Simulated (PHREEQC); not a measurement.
Make-up at 40 °C: 0.0074 mol/kgw H2SO4, 0.005 mol/kgw NiCl2 and 0.0056 mol/kgw MnSO4. Closed to the air; pH follows from the charge balance.

Model: ion-association model, wateq4f.dat, run in PHREEQC.

| quantity | before | after |
|---|---|---|
| pH | 2.05 | 6.15 |
| ionic strength (mol/kgw) | 0.0404 | 0.0454 |
| SO4-2 (mol/kgw) | 0.00610 | 0.00934 |
| HSO4- (mol/kgw) | 0.00436 | 5.11e-7 |

Problem. What was changed between the two runs?
A) H2SO4 left out
B) MnSO4 replaced by ZnSO4 at the same molality
C) NiCl2 replaced by Ni(NO3)2 at the same molality
D) diluted 10-fold with water
E) H2SO4 replaced by Na2SO4 at the same molality

Solution. E, H2SO4 replaced by Na2SO4 at the same molality

This is a speciation only: nothing precipitates in the calculation. In wateq4f.dat the enthalpy of Ni(OH)2 has the wrong sign, so its saturation index can't be trusted away from 25 °C. Constants without temperature data keep their 25 °C values here.
